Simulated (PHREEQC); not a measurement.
Dissolve 0.06 mol CdCl2, 0.0017 mol CuCl2, 7.5e-05 mol H2SO4 and 3.3e-05 mol NaCl per kg of water at 25 °C. Closed to the air; pH follows from the charge balance.

Computed with PHREEQC (ion-association model, phreeqc.dat).

Precipitation was switched off in this run.

Problem. Order these Cl species by the share of Cl that they hold, largest first: CdCl3-, CdCl2, CdCl+, Cl-, CuCl+.

Solution. Cl- (57 %), CdCl+ (31 %), CdCl2 (11 %), CdCl3- (0.74 %), CuCl+ (0.10 %)

Problem. Order these Cu species by the share of Cu that they hold, largest first: CuCl2, CuCl+, Cu+2, CuSO4.

Solution. Cu+2 (92 %), CuCl+ (7.3 %), CuCl2 (0.16 %), CuSO4 (0.13 %)

The pH is 3.90 and the ionic strength 0.0876 mol/kgw.
